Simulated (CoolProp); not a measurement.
C3F8 (R218) at several states: Z from the reference equation and from simpler models built on Tc = 345.0 K, pc = 26.40 bar, ω = 0.317; each cubic takes its own stable root.

Values from CoolProp's reference Helmholtz-energy equation of state, Lemmon 2006. It is a short technical equation, of lower accuracy than the large ones.

```
T (K)  p (bar)   phase   reference  van der Waals  Redlich-Kwong  Soave-Redlich-Kwong  Peng-Robinson
-----  -------  ------  ----------  -------------  -------------  -------------------  -------------
149.9     27.5  liquid  (withheld)         0.3495         0.2362           (withheld)         0.2065
162.1     10.5  liquid     0.07787         0.1264        0.08522           (withheld)        0.07409
328.8     5.27     gas      0.9166         0.9292         0.9173           (withheld)         0.9070
392.7    0.116     gas      0.9991         0.9991         0.9990               0.9991         0.9989
320.9     1.87     gas      0.9694         0.9744         0.9697               0.9685         0.9656
```

Some entries are withheld; supply them.


- 149.9, reference: 0.2154
- 149.9, Soave-Redlich-Kwong: 0.2316
- 162.1, Soave-Redlich-Kwong: 0.08321
- 328.8, Soave-Redlich-Kwong: 0.9149
